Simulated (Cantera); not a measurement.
An isothermal, constant-pressure homogeneous reactor starts with CH4 : O2 : N2 = 0.022 : 0.043 : 1 (molar parts), at 1150 K and 2400 Torr.

Detailed kinetics in Cantera: GRI-Mech 3.0 (53 species, 325 reactions). The temperature is held fixed by assumption; the heat of reaction is taken as removed at once.

x: mole fraction; the columns are a selection and need not sum to one.

| t (s) | x CH4 | x O2 | x C2H4 | x CH2O | x NO | x C2H2 |
|---|---|---|---|---|---|---|
| 2.00e-6 | 0.0207 | 0.0404 | <1e-12 | <1e-12 | <1e-12 | <1e-12 |
| 8.76e-6 | 0.0207 | 0.0404 | <1e-12 | <1e-12 | <1e-12 | <1e-12 |
| 3.84e-5 | 0.0207 | 0.0404 | <1e-12 | 1.79e-11 | <1e-12 | <1e-12 |
| 0.000168 | 0.0207 | 0.0404 | <1e-12 | 3.59e-10 | <1e-12 | <1e-12 |
| 0.000737 | 0.0207 | 0.0404 | 2.02e-12 | … | <1e-12 | <1e-12 |
| 0.00323 | 0.0207 | 0.0404 | 4.99e-10 | 2.86e-7 | <1e-12 | <1e-12 |
| 0.0141 | 0.0206 | 0.0404 | 3.05e-8 | 4.97e-6 | <1e-12 | 1.54e-12 |
| 0.0620 | 0.0206 | 0.0403 | 6.91e-7 | 3.91e-5 | <1e-12 | 2.07e-10 |
| 0.271 | 7.47e-11 | 1.47e-5 | <1e-12 | 1.68e-11 | 7.01e-8 | <1e-12 |
| 1.19 | 3.00e-11 | 7.23e-8 | <1e-12 | 1.57e-12 | 6.81e-8 | <1e-12 |
| 5.21 | 2.91e-11 | … | <1e-12 | 1.38e-12 | … | <1e-12 |
| 22.8 | 2.90e-11 | 1.87e-9 | <1e-12 | 1.34e-12 | 5.53e-8 | <1e-12 |
| 100 | 2.89e-11 | 1.82e-10 | <1e-12 | 1.33e-12 | 4.69e-8 | <1e-12 |

Complete the blanks.


- 0.000737, x CH2O: 8.28e-9
- 5.21, x O2: 1.09e-8
- 5.21, x NO: 6.20e-8
